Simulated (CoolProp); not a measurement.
A simple Rankine cycle with ammonia: condensing at 329.15 K, boiler at 8.45 MPa, turbine inlet 429 K, turbine efficiency 0.85, pump efficiency 0.8, no recuperator. Each further row changes one setting.

Computed with CoolProp (reference Helmholtz-energy equation of state, Gao 2020).

```json
[
 {"case": "as stated", "thermal efficiency (%)": "11.7", "net work (kJ/kg)": "134", "heat in (kJ/kg)": "1150", "turbine exit temperature (K)": "329.1", "volume ratio over the turbine": "2.95"},
 {"case": "turbine inlet 449 K", "thermal efficiency (%)": "12.3", "net work (kJ/kg)": "(withheld)", "heat in (kJ/kg)": "1230", "turbine exit temperature (K)": "343.8", "volume ratio over the turbine": "2.91"},
 {"case": "condensing temperature 321.15 K", "thermal efficiency (%)": "13.1", "net work (kJ/kg)": "155", "heat in (kJ/kg)": "1190", "turbine exit temperature (K)": "321.2", "volume ratio over the turbine": "3.56"},
 {"case": "boiler pressure 5.91 MPa", "thermal efficiency (%)": "(withheld)", "net work (kJ/kg)": "115", "heat in (kJ/kg)": "1230", "turbine exit temperature (K)": "354.9", "volume ratio over the turbine": "2.15"},
 {"case": "turbine efficiency 0.75", "thermal efficiency (%)": "(withheld)", "net work (kJ/kg)": "117", "heat in (kJ/kg)": "1150", "turbine exit temperature (K)": "331.4", "volume ratio over the turbine": "3.02"}
]
```

**Question.** What belongs in the gaps?

**Answer.** 
- turbine inlet 449 K, net work (kJ/kg): 151
- boiler pressure 5.91 MPa, thermal efficiency (%): 9.4
- turbine efficiency 0.75, thermal efficiency (%): 10.2

The expansion ends wet for: as stated; condensing temperature 321.15 K.
